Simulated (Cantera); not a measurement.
# Si₂H₆ + HCl + H₂ (silicon epitaxy and polysilicon growth)

A closed system holds: 1 mol Si₂H₆, 1.5 mol HCl, a varied amount of H₂, equilibrated at 1000 °C and 1 atm.

Method: chemical equilibrium by Gibbs-energy minimisation in Cantera with the NASA 1993 tables (ideal gas, pure condensed phases). Candidate condensed phases: Si; 19 gas species. The feed counts by its element totals alone. The tables' values for SiCl₃ are old estimates; treat these amounts as uncertain. Equilibrium is a limit: real reactors are often held back by kinetics, nucleation or transport.

```
n(H₂) (mol)   x H₂    x HCl  x SiHCl₃   x SiCl₄  n Si(s)
-----------  -----  -------  --------  --------  -------
19           0.958   0.0303   0.00396   0.00313     1.73
36           0.972   0.0230   0.00170   0.00101     1.80
69           0.982   0.0158  0.000545  0.000219     1.87
130          0.990  0.00986  0.000132   3.29e-5     1.93
250          0.994  0.00558   2.38e-5   3.33e-6     1.96
470          0.997  0.00308   3.99e-6   3.08e-7     1.98
890          0.998  0.00165   6.18e-7   2.56e-8     1.99
```
x: gas mole fraction; n: condensed amount in mol.

From 19 mol H₂ to 890 mol H₂ the condensed part is Si(s). The main Si-bearing gas is SiHCl₃ at 19 mol H₂ and SiCl₂ at 890 mol H₂. The share of Si in condensed phases is highest at 890 mol H₂ (99.4 %) and lowest at 19 mol H₂ (86.7 %).
